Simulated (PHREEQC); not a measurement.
Dissolve 6.4 mmol/kgw CdCl2, 1.7 mmol/kgw NiCl2, 0.32 mmol/kgw NaF and 67 mmol/kgw Na2SO4 at 25 °C. Closed to the air; pH follows from the charge balance.

Model: ion-association model, wateq4f.dat, run in PHREEQC.

Each row changes one thing in this solution. No solid was allowed to form.

| case | pH | ionic strength (mol/kgw) | Na+ (mol/kgw) | Cl- (mol/kgw) | Cd+2 (mol/kgw) | CdCl+ (mol/kgw) | SI of CdOHCl (CdOHCl) | SI of Halite (NaCl) |
|---|---|---|---|---|---|---|---|---|
| as made | 6.50 | 0.186 | 0.125 | 0.0153 | 0.00180 | 0.000795 | -2.23 | -4.57 |
| 0.1 mol/kgw CuSO4 added | 4.64 | 0.365 | 0.121 | 0.0151 | 0.00141 | 0.000529 | -4.27 | -4.64 |
| Na2SO4 left out | 6.03 | 0.0189 | 0.000320 | 0.0133 | 0.00362 | 0.00266 | -2.10 | -7.07 |
| NiCl2 replaced by CaCl2 at the same molality | 6.53 | 0.186 | 0.125 | 0.0154 | 0.00180 | 0.000796 | -2.20 | -4.57 |
| temperature from 25 to 10 °C | 6.58 | 0.188 | 0.125 | 0.0154 | 0.00181 | 0.000778 | -2.42 | -4.53 |
| NaF from 0.00032 to 0.000288 mol/kgw | 6.50 | 0.186 | 0.125 | 0.0153 | 0.00180 | 0.000795 | -2.23 | -4.57 |
| Na2SO4 from 0.067 to 0.0603 mol/kgw | 6.47 | 0.170 | 0.113 | 0.0153 | 0.00187 | 0.000847 | -2.22 | -4.61 |
| diluted 5-fold with water | 6.66 | 0.0407 | 0.0261 | 0.00315 | 0.000624 | 8.95e-5 | -2.96 | -5.83 |

Species that the database lacks are ignored. Some of these states are supersaturated (in Antlerite, Brochantite, for instance). Away from 25 °C the constants follow the database's enthalpies or fits; those with neither stay at their 25 °C values.
